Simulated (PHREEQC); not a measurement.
Solution (20 °C): 87 mmol/kgw NH4HF2 and 0.7 mmol/kgw H2SiF6. Closed to the air; pH follows from the charge balance.

Equilibrium calculation in PHREEQC: ion-association model, wateq4f.dat.

Each row changes one thing in this solution. This is a speciation only: nothing precipitates in the calculation.

| case | pH | ionic strength (mol/kgw) | F- (mol/kgw) | HF (mol/kgw) | HF2- (mol/kgw) | NH3 (mol/kgw) | SI of Quartz (SiO2) |
|---|---|---|---|---|---|---|---|
| as made | 3.14 | 0.0886 | 0.0718 | 0.0542 | 0.0146 | 3.76e-8 | -9.80 |
| temperature from 20 to 15 °C | 3.12 | 0.0886 | 0.0728 | 0.0527 | 0.0137 | 2.48e-8 | -10.05 |
| 0.098 mol/kgw TMAH added | 8.45 | 0.178 | 0.178 | 5.99e-7 | 4.09e-7 | 0.00677 | +0.90 |
| 0.012 mol/kgw HCl added | 3.01 | 0.0889 | 0.0608 | 0.0613 | 0.0140 | 2.81e-8 | -9.87 |
| H2SiF6 replaced by H4SiO4 at the same molality | 3.16 | 0.0885 | 0.0723 | 0.0520 | 0.0141 | 3.94e-8 | -9.74 |
| temperature from 20 to 35 °C | 3.21 | 0.0885 | 0.0694 | 0.0582 | 0.0169 | 1.24e-7 | -9.05 |
| H2SiF6 from 0.0007 to 0.00077 mol/kgw | 3.14 | 0.0887 | 0.0717 | 0.0543 | 0.0146 | 3.75e-8 | -9.76 |
| diluted 10-fold with water | 3.17 | 0.00950 | 0.00904 | 0.00751 | 0.000250 | 4.66e-9 | -5.43 |

Complexes and solids missing from the database can't appear. Some of these states are supersaturated (in Quartz (slow to form), Chalcedony (slow to form), for instance). (CH3)4N+ isn't in the database: it is added as a free cation with an ion size of 4 Å. SiF6-2 is the database's only silicon fluoride.
